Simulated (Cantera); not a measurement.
Feed: 1 mol CaO, a varied amount of HF, 3.9 mol O2, equilibrated at 8.90 Pa.

Method: chemical equilibrium by Gibbs-energy minimisation in Cantera with the NASA 1993 tables (ideal gas, pure condensed phases). Candidate condensed phases: Ca, CaF2, CaO, Ca(OH)2, H2O; 29 gas species. Mutual solubility and eutectic melting of coexisting phases are not modelled. Rates play no part.

Task: What condenses at these points (T in °C, n(HF) in mol): (1175, 14); (925, 36); (1275, 36); (1375, 2.6); (1225, 2.6); (1075, 36); (1125, 8.1)?

Result: 
```
T (°C)  n(HF) in mol  condensed phases  Ca condensed (%)
------  ------------  ----------------  ----------------
1175              14              CaF2              86.8
925               36              CaF2             100.0
1275              36          gas only               0.0
1375             2.6               CaO              68.9
1225             2.6        CaF2 + CaO              85.0
1075              36              CaF2              97.5
1125             8.1              CaF2              97.4
```
